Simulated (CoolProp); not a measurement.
Vapour-liquid equilibrium of R113 (1) + n-hexane (2) at 0.0111 MPa; x and y are mole fractions of (1).

Model: multi-fluid Helmholtz-energy mixture model, Marx 1992 and Thol 2019; pair parameters Bell 2016, in CoolProp.

```
x      bubble temperature, mixture model (K)  bubble temperature, Raoult's law (K)  y, mixture model  y, Raoult's law
-----  -------------------------------------  ------------------------------------  ----------------  ---------------
0.05                                   282.8                                 283.8             0.150            0.111
0.125                                  280.0                                 281.8             0.315            0.254
0.2                                    277.8                                 280.1             0.435            0.376
0.275                                  275.9                                 278.5             0.526            0.479
0.35                                   274.5                                 276.9             0.599            0.568
0.425                                  273.2                                 275.5             0.660            0.645
0.5                                    272.1                                 274.2             0.713            0.712
0.575                                  271.1                                 272.9             0.760            0.771
0.65                                   270.3                                 271.8             0.804            0.823
0.725                                  269.5                                 270.7             0.846            0.869
0.8                                    268.7                                 269.6             0.887            0.910
0.875                                  268.1                                 268.6             0.928            0.947
0.95                                   267.4                                 267.7             0.970            0.980
```

The largest gap from Raoult's law is -2.6 K in bubble temperature, at x = 0.275. No azeotrope shows between x = 0.05 and 0.95.

The pair parameters rest on a limited set of measurements; away from them the model extrapolates.
